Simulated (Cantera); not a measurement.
**Pyrogenic steam for wet oxidation**

An isothermal, constant-pressure homogeneous reactor starts with 37.5 % H2, 31.2 % O2, 31.2 % N2, equivalence ratio 0.60, at 1223 K and 750 Torr.

Computed with Cantera and the H2/O2 subset of GRI-Mech 3.0, which has no nitrogen chemistry. The temperature is held fixed by assumption; the heat of reaction is taken as removed at once.

| t (s) | x H2 | x O2 | x H2O | x OH | x H |
|---|---|---|---|---|---|
| 8.00e-5 | 0.00554 | 0.156 | 0.454 | 0.000727 | 0.000142 |
| 0.000220 | 0.00207 | 0.155 | 0.459 | 0.000178 | 1.17e-5 |
| 0.000606 | 0.000913 | 0.154 | 0.460 | 6.67e-5 | 1.90e-6 |
| 0.00167 | 0.000332 | 0.154 | 0.461 | 3.49e-5 | 3.68e-7 |
| 0.00459 | 6.79e-5 | 0.154 | 0.461 | 2.15e-5 | 4.79e-8 |
| 0.0126 | 3.51e-6 | 0.154 | 0.462 | 1.60e-5 | 2.03e-9 |
| 0.0348 | 4.16e-8 | 0.154 | 0.462 | 1.20e-5 | 9.86e-11 |
| 0.0959 | 2.53e-8 | 0.154 | 0.462 | 9.05e-6 | 5.48e-11 |
| 0.264 | 2.41e-8 | 0.154 | 0.462 | 8.14e-6 | 4.72e-11 |
| 0.727 | 2.41e-8 | 0.154 | 0.462 | 8.11e-6 | 4.70e-11 |
| 2.00 | 2.41e-8 | 0.154 | 0.462 | 8.11e-6 | 4.70e-11 |
x: mole fraction; the columns are a selection and need not sum to one.

Equilibrium at this temperature and pressure: H2 2.41e-8, O2 0.154, H2O 0.462, OH 8.11e-6, H 4.70e-11 (gas phase only).
